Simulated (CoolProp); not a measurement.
Vapour-liquid equilibrium of dimethyl ether (1) + 1-butene (2) at 362.6 K; x and y are mole fractions of (1).

Values from CoolProp's multi-fluid Helmholtz-energy mixture model, Wu 2011 and Lemmon 2005; pair parameters Bell 2016.

```json
[
 {"x": "0.05", "bubble pressure, mixture model (bar)": "15.28", "bubble pressure, Raoult's law (bar)": "15.14", "y, mixture model": "0.082", "y, Raoult's law": "0.089"},
 {"x": "0.2", "bubble pressure, mixture model (bar)": "17.47", "bubble pressure, Raoult's law (bar)": "17.00", "y, mixture model": "0.290", "y, Raoult's law": "0.317"},
 {"x": "0.35", "bubble pressure, mixture model (bar)": "19.52", "bubble pressure, Raoult's law (bar)": "18.86", "y, mixture model": "0.456", "y, Raoult's law": "0.499"},
 {"x": "0.5", "bubble pressure, mixture model (bar)": "21.44", "bubble pressure, Raoult's law (bar)": "20.72", "y, mixture model": "0.598", "y, Raoult's law": "0.650"},
 {"x": "0.65", "bubble pressure, mixture model (bar)": "23.24", "bubble pressure, Raoult's law (bar)": "22.58", "y, mixture model": "0.724", "y, Raoult's law": "0.775"},
 {"x": "0.8", "bubble pressure, mixture model (bar)": "24.90", "bubble pressure, Raoult's law (bar)": "24.44", "y, mixture model": "0.843", "y, Raoult's law": "0.881"},
 {"x": "0.95", "bubble pressure, mixture model (bar)": "26.44", "bubble pressure, Raoult's law (bar)": "26.30", "y, mixture model": "0.960", "y, Raoult's law": "0.972"}
]
```

The largest gap from Raoult's law is +3.5 % in bubble pressure, at x = 0.35. No azeotrope shows between x = 0.05 and 0.95.

The pair parameters rest on a limited set of measurements; away from them the model extrapolates.
